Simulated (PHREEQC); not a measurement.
Copper plating or etch bath: an equilibrium model

Consider water at 35 °C with 0.19 mol CuCl2, 0.002 mol HCl and 0.11 mol Na2SO4 per kg of water. It is in equilibrium with CO2 at log p = 0 (atm). Otherwise closed; pH follows from the charge balance.

All values are PHREEQC results (ion-association model, phreeqc.dat), not measurements.

No solid was allowed to form.

Question: Predict the pH, density.

Answer: pH 3.10; density 1.029 g/cm³.

Question: In which forms is C present?

Answer: CO2 99 %, CuHCO3+ 1.2 % of the C.

Complexes and solids missing from the database can't appear.
